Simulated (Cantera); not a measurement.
A closed system holds: 1 mol CH3SiH3, 0.034 mol CH4, 65 mol H2, at 1200 °C and 2.40 mbar.

These are equilibrium values from Cantera (NASA tables, ideal gas, pure condensed phases), not measurements of a reactor. Candidate condensed phases: C, C6H6, C7H8, C8H18, Si, SiC; 87 gas species. The feed counts by its element totals alone. The numbers say what is thermodynamically allowed, not how fast it happens.

Task: What is the equilibrium state?

Result: 
```
Property                               Value
--------------------------------  ----------
x(H2)                                  1.000
x(H)                                0.000258
x(CH4)                               7.04e-6
x(C2H2 (acetylene))                  6.50e-6
n(C(graphite))                    0.0326 mol
n(SiC(s))                          1.000 mol
gas amount                         68.08 mol
log10 activity of Si(s) (absent)       -2.18
```
